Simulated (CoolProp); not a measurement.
Vapour-liquid equilibrium of R152A (1) + methanol (2) at 265.9 K; x and y are mole fractions of (1).

The numbers come from the multi-fluid Helmholtz-energy mixture model, Outcalt 1996 and de Reuck 1993; pair parameters Bell 2016 in CoolProp.

```
x      bubble pressure, mixture model (MPa)  bubble pressure, Raoult's law (MPa)  y, mixture model  y, Raoult's law
-----  ------------------------------------  -----------------------------------  ----------------  ---------------
0.05                                0.05210                              0.01250             0.952            0.808
0.125                               0.09199                              0.02745             0.973            0.919
0.2                                  0.1107                              0.04240             0.978            0.952
0.275                                0.1201                              0.05735             0.980            0.968
0.35                                 0.1258                              0.07230             0.981            0.977
0.425                                0.1304                              0.08724             0.982            0.983
0.5                                  0.1353                               0.1022             0.983            0.988
0.575                                0.1411                               0.1171             0.984            0.991
0.65                                 0.1482                               0.1321             0.986            0.993
0.725                                0.1567                               0.1470             0.988            0.995
0.8                                  0.1668                               0.1620             0.991            0.997
0.875                                0.1786                               0.1769             0.994            0.998
0.95                                 0.1920                               0.1919             0.997            0.999
```

The largest gap from Raoult's law is +316.8 % in bubble pressure, at x = 0.05. No azeotrope shows between x = 0.05 and 0.95.

The pair parameters rest on a limited set of measurements; away from them the model extrapolates. With so large a gap from Raoult's law the liquid may split in two, which this calculation doesn't test in full.
